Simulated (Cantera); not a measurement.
A perfectly stirred reactor is fed with 0.662 % CH₄, 99.3 % N₂, at 2670 Pa; it is held at 1600 K, and followed from long to short residence time.

Computed with Cantera and GRI-Mech 3.0 (53 species, 325 reactions). GRI-Mech 3.0 stops at C3 and has no aromatics, soot or wall deposition, so with more carbon than oxygen in the feed, carbon stays in small species such as C2H2 where larger ones or solid carbon would form. Radical loss at walls, strong at low pressure, is not modelled.

**Question.** Predict: x(CH₄) at τ = 0.470 s; x(C₂H₄) at τ = 0.470 s; x(HCN) at τ = 0.470 s; x(CH₂) at τ = 0.470 s; x(C₂H₆) at τ = 0.470 s; x(CH₄) at τ = 61.0 ms; x(C₂H₄) at τ = 61.0 ms; x(CH₂) at τ = 61.0 ms; x(C₂H₆) at τ = 61.0 ms.

**Answer.** 
```
Item                       Value
----------------------  --------
x(CH₄) at τ = 0.470 s    0.00497
x(C₂H₄) at τ = 0.470 s  0.000142
x(HCN) at τ = 0.470 s    1.15e-7
x(CH₂) at τ = 0.470 s    1.01e-7
x(C₂H₆) at τ = 0.470 s   1.49e-6
x(CH₄) at τ = 61.0 ms    0.00656
x(C₂H₄) at τ = 61.0 ms   8.38e-6
x(CH₂) at τ = 61.0 ms    1.16e-8
x(C₂H₆) at τ = 61.0 ms   1.83e-7
```
